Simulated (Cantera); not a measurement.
A closed system holds: 1 mol Si2Cl6, 37 mol H2, at 4900 Pa.

Method: chemical equilibrium by Gibbs-energy minimisation in Cantera with the NASA 1993 tables (ideal gas, pure condensed phases). Candidate condensed phases: Si; 19 gas species. The feed counts by its element totals alone. The tables' values for SiCl3 are old estimates; treat these amounts as uncertain. Rates play no part. All values below are at 1223 K.

Base state: H2 0.906, HCl 0.0644, SiCl2 0.0111, SiCl4 0.0102, SiHCl3 0.00442, SiCl3 0.00377, SiH2Cl2 0.000256 (mole fractions); condensed: Si(s).

What changes in the equilibrium state with this change: H2 from 37 to 360 mol?


| species | before | after |
|---|---|---|
| H2 | 0.906 | 0.984 |
| HCl | 0.0644 | 0.0150 |
| SiCl2 | 0.0111 | 0.000557 |
| SiCl4 | 0.0102 | 2.54e-5 |
| SiCl3 | 0.00377 | 4.21e-5 |
| SiHCl3 | 0.00442 | 5.14e-5 |
| SiH2Cl2 | 0.000256 | 1.39e-5 |
| Si(s), mol | 0.829 | 1.75 |
